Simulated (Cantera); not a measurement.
A closed system holds: 1 mol B₂O₃, 11 mol H₂O, 0.2 mol H₂, 1.9 mol NH₃, equilibrated at 495 Torr.

Equilibrium computed with Cantera from the NASA thermochemical tables; the gas is ideal and each condensed phase is pure. Candidate condensed phases: B, BN, B₂O₃, B₃O₃H₃, H₂O; 39 gas species. The numbers say what is thermodynamically allowed, not how fast it happens. All values below are at 2150 K.

Base state: H₂O 0.626, H₂ 0.189, HBO₂ 0.118, N₂ 0.0593, B₂O₃ 0.00292, H 0.00226, OH 0.000965, HBO 0.000323 (mole fractions); condensed: gas only.

Question: What changes in the equilibrium state with this change: pressure from 495 Torr to 1.00 Torr?

Answer: 
| species | before | after |
|---|---|---|
| H₂O | 0.626 | 0.566 |
| H₂ | 0.189 | 0.183 |
| HBO₂ | 0.118 | 0.108 |
| H | 0.00226 | 0.0494 |
| OH | 0.000965 | 0.0198 |
| N₂ | 0.0593 | 0.0564 |
| O | 8.11e-6 | 0.00377 |
| O₂ | 1.14e-5 | 0.00495 |
| BO | 4.88e-5 | 0.00107 |
| BO₂ | 0.000220 | 0.00454 |

Question: What changes in the equilibrium state with this change: NH₃ from 1.9 to 0.44 mol?

Answer: 
```tsv
species	before	after
H₂O	0.626	0.764
HBO₂	0.118	0.145
H₂	0.189	0.0664
N₂	0.0593	0.0168
O₂	1.14e-5	0.000138
O	8.11e-6	2.82e-5
```
